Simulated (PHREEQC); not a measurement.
Solution (5.8 °C): 23 mmol/kgw HCl, 0.54 mmol/kgw Li2SO4 and 0.17 mmol/kgw MnSO4. Closed to the air; pH follows from the charge balance.

Model: ion-association model, phreeqc.dat, run in PHREEQC.

| quantity | before | after |
|---|---|---|
| pH | 1.70 | 2.37 |
| SO4-2 (mol/kgw) | 0.000378 | 0.000115 |
| HSO4- (mol/kgw) | 0.000329 | 2.64e-5 |
| LiSO4- (mol/kgw) | 1.01e-6 | 8.15e-8 |

Question: What was changed between the two runs?
A) diluted 100-fold with water
B) temperature from 5.8 to 60 °C
C) MnSO4 replaced by KHSO4 at the same molality
D) diluted 5-fold with water

Answer: D, diluted 5-fold with water

No solid was allowed to form. At this temperature some constants are extrapolated from 25 °C, and those without enthalpy data are left unchanged.
